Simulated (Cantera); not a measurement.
Charge: 1 mol FeS, 40 mol H₂, held at 0.0100 bar.

Method: chemical equilibrium by Gibbs-energy minimisation in Cantera with the NASA 1993 tables (ideal gas, pure condensed phases). Candidate condensed phases: Fe, FeS, FeS₂, S; 8 gas species. The numbers say what is thermodynamically allowed, not how fast it happens.

Task: Which condensed phases are stable at each of these points (T (°C)): 1425, 1450, 1475, 1500, 1525, 1550, 1575, 1600, 1625, 1650, 1675, 1700, 1725?

Result: 
```json
[
 {"T (°C)": "1425", "condensed phases": "Fe(δ)", "Fe condensed (%)": "97.5"},
 {"T (°C)": "1450", "condensed phases": "Fe(δ)", "Fe condensed (%)": "96.3"},
 {"T (°C)": "1475", "condensed phases": "Fe(δ)", "Fe condensed (%)": "94.5"},
 {"T (°C)": "1500", "condensed phases": "Fe(δ)", "Fe condensed (%)": "92.0"},
 {"T (°C)": "1525", "condensed phases": "Fe(δ)", "Fe condensed (%)": "88.4"},
 {"T (°C)": "1550", "condensed phases": "Fe(l)", "Fe condensed (%)": "83.5"},
 {"T (°C)": "1575", "condensed phases": "Fe(l)", "Fe condensed (%)": "76.8"},
 {"T (°C)": "1600", "condensed phases": "Fe(l)", "Fe condensed (%)": "67.7"},
 {"T (°C)": "1625", "condensed phases": "Fe(l)", "Fe condensed (%)": "55.4"},
 {"T (°C)": "1650", "condensed phases": "Fe(l)", "Fe condensed (%)": "39.0"},
 {"T (°C)": "1675", "condensed phases": "Fe(l)", "Fe condensed (%)": "17.0"},
 {"T (°C)": "1700", "condensed phases": "gas only", "Fe condensed (%)": "0.0"},
 {"T (°C)": "1725", "condensed phases": "gas only", "Fe condensed (%)": "0.0"}
]
```

From 1425 °C to 1525 °C the condensed part is Fe(δ). From 1550 °C to 1675 °C the condensed part is Fe(l). From 1700 °C to 1725 °C nothing is condensed.
